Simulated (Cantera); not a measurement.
Charge: 1 mol B, 0.85 mol H2O, at 6.98 Torr.

These are equilibrium values from Cantera (NASA tables, ideal gas, pure condensed phases), not measurements of a reactor. Candidate condensed phases: B, B2O3, B3O3H3, H2O; 23 gas species. Mutual solubility and eutectic melting of coexisting phases are not modelled. The tables' values for BH2 are old estimates; treat these amounts as uncertain. Equilibrium is a limit: real reactors are often held back by kinetics, nucleation or transport.

x: gas mole fraction; n: condensed amount in mol.

| T (K) | x H2 | x HBO | x B2O2 | x B2O3 | x HBO2 | x B3O3H3 | n B(s) | n B2O3(l) |
|---|---|---|---|---|---|---|---|---|
| 773 | 1.000 | 5.41e-9 | <1e-12 | <1e-12 | 4.06e-12 | 0.000373 | 0.433 | 0.283 |
| 848 | 1.000 | 1.01e-7 | 1.87e-12 | <1e-12 | 1.49e-10 | 0.000460 | 0.433 | 0.283 |
| 923 | 0.999 | [?] | [?] | [?] | [?] | [?] | 0.433 | 0.283 |
| 998 | 0.999 | 8.99e-6 | 4.82e-9 | 3.27e-10 | 3.71e-8 | 0.000584 | 0.433 | 0.283 |
| 1073 | 0.999 | [?] | [?] | [?] | [?] | 0.000623 | 0.433 | 0.283 |
| 1148 | 0.999 | 0.000239 | 1.50e-6 | 1.67e-7 | 2.04e-6 | 0.000649 | 0.433 | 0.283 |
| 1223 | 0.998 | 0.000903 | 1.54e-5 | 2.07e-6 | 1.03e-5 | 0.000664 | 0.433 | 0.282 |
| 1298 | 0.996 | 0.00290 | 0.000119 | 1.89e-5 | 4.26e-5 | 0.000669 | 0.432 | 0.282 |
| 1373 | 0.990 | 0.00816 | 0.000731 | 0.000135 | 0.000149 | 0.000663 | 0.430 | 0.280 |
| 1448 | 0.974 | 0.0204 | 0.00369 | 0.000773 | 0.000453 | 0.000643 | 0.425 | 0.274 |
| 1523 | 0.932 | 0.0458 | 0.0157 | 0.00371 | 0.00121 | 0.000596 | 0.410 | 0.256 |

Q: Some entries are withheld; supply them.

A: 
- 1073, x HBO: 5.23e-5
- 1073, x B2O2: 1.05e-7
- 1073, x B2O3: 9.27e-9
- 1073, x HBO2: 3.19e-7
- 923, x HBO: 1.15e-6
- 923, x B2O2: 1.32e-10
- 923, x B2O3: 6.55e-12
- 923, x HBO2: 2.98e-9
- 923, x B3O3H3: 0.000530
